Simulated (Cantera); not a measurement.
An isothermal, constant-pressure homogeneous reactor starts with NO : N₂ = 1 : 0.19 (molar parts), at 1900 K and 1.01 bar.

Detailed kinetics in Cantera: GRI-Mech 3.0 (53 species, 325 reactions).

x: mole fraction; the columns are a selection and need not sum to one.

```tsv
t (s)	x NO	x N₂O	x O	x NO₂	x O₂	x N₂
0.000100	0.840	3.65e-5	7.09e-6	3.33e-5	6.34e-7	0.160
0.000274	0.840	___	___	___	___	0.160
0.000753	0.840	___	___	___	___	0.160
0.00207	0.839	0.000290	3.49e-5	0.000388	0.000478	0.160
0.00567	0.836	0.000311	3.78e-5	0.000423	0.00192	0.162
0.0156	0.828	0.000305	4.23e-5	0.000476	0.00589	0.166
0.0427	0.806	0.000287	5.23e-5	0.000588	0.0166	0.176
0.117	0.751	0.000245	7.17e-5	0.000773	0.0440	0.204
0.321	0.626	0.000167	0.000103	0.000945	0.106	0.267
0.882	0.410	6.97e-5	0.000141	0.000862	0.214	0.375
2.42	0.179	1.32e-5	0.000172	0.000464	0.330	0.490
6.64	0.0484	1.24e-6	0.000188	0.000137	0.396	0.556
18.2	0.0127	3.81e-7	0.000192	3.68e-5	0.414	0.573
50.0	0.00713	3.40e-7	0.000192	2.08e-5	0.416	0.576
```

What belongs in the gaps?


- 0.000274, x N₂O: 9.04e-5
- 0.000274, x O: 1.29e-5
- 0.000274, x NO₂: 0.000102
- 0.000274, x O₂: 5.33e-6
- 0.000753, x N₂O: 0.000191
- 0.000753, x O: 2.52e-5
- 0.000753, x NO₂: 0.000260
- 0.000753, x O₂: 6.18e-5
